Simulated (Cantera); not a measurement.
## Abatement and gas-phase synthesis: SO2 + H2 + O2

A closed system holds: 1 mol SO2, 15 mol H2, 1.2 mol O2, equilibrated at 0.0100 bar.

Method: chemical equilibrium by Gibbs-energy minimisation in Cantera with the NASA 1993 tables (ideal gas, pure condensed phases). Candidate condensed phases: H2O, H2SO4, S; 19 gas species. Gases not in the tables: S3 to S7. Kinetics and transport are ignored.

From 600 K to 2250 K nothing is condensed.

| T (K) | x H2 | x H2O | x H2S | x H | x S2 | x SO | x S |
|---|---|---|---|---|---|---|---|
| 600 | 0.640 | 0.293 | 0.0667 | <1e-12 | 3.85e-11 | <1e-12 | <1e-12 |
| 750 | 0.640 | 0.293 | 0.0667 | 2.53e-12 | 4.55e-8 | <1e-12 | <1e-12 |
| 900 | 0.640 | 0.293 | 0.0667 | 9.35e-10 | 5.35e-6 | 1.70e-10 | 8.94e-12 |
| 1050 | 0.640 | 0.293 | 0.0663 | 6.49e-8 | 0.000163 | 3.41e-8 | 3.04e-9 |
| 1200 | 0.643 | 0.293 | 0.0626 | 1.58e-6 | 0.00191 | 1.75e-6 | 2.30e-7 |
| 1350 | 0.652 | 0.290 | 0.0486 | 1.92e-5 | 0.00837 | 2.97e-5 | 5.39e-6 |
| 1500 | 0.664 | 0.287 | 0.0307 | 0.000143 | 0.0162 | 0.000219 | 5.17e-5 |
| 1650 | 0.673 | 0.282 | 0.0180 | 0.000745 | 0.0204 | 0.000959 | 0.000283 |
| 1800 | 0.679 | 0.274 | 0.0106 | 0.00295 | 0.0207 | 0.00298 | 0.00107 |
| 1950 | 0.681 | 0.262 | 0.00612 | 0.00946 | 0.0175 | 0.00699 | 0.00301 |
| 2100 | 0.676 | 0.247 | 0.00338 | 0.0256 | 0.0121 | 0.0128 | 0.00653 |
| 2250 | 0.653 | 0.229 | 0.00170 | 0.0600 | 0.00648 | 0.0188 | 0.0110 |
x: gas mole fraction; nothing condenses.
